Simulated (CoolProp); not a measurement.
Hexamethyldisiloxane (MM) along the isobar 8.91 MPa: Z from the reference equation and from simpler models built on Tc = 245.6 °C, pc = 1.931 MPa, ω = 0.418; each cubic takes its own stable root.

Values from CoolProp's reference Helmholtz-energy equation of state, Thol 2016.

```
T (°C)          phase  reference
------  -------------  ---------
97.15          liquid     0.6696
117.25         liquid     0.6543
137.25         liquid     0.6421
157.35         liquid     0.6327
177.35         liquid     0.6263
197.35         liquid     0.6227
217.45         liquid     0.6220
237.45         liquid     0.6244
257.55  supercritical     0.6301
277.55  supercritical     0.6394
297.65  supercritical     0.6526
317.65  supercritical     0.6698
```

How far does each simpler model (van der Waals, Redlich-Kwong, Peng-Robinson) lie from the reference over these 12 states: mean and median of the absolute difference, and the worst?


- van der Waals: mean 39.2 %, median 40.6 %, worst +52.8 % at 97.15 °C and 8.91 MPa
- Redlich-Kwong: mean 6.4 %, median 7.0 %, worst +9.1 % at 97.15 °C and 8.91 MPa
- Peng-Robinson: mean 5.2 %, median 6.3 %, worst -7.0 % at 157.35 °C and 8.91 MPa
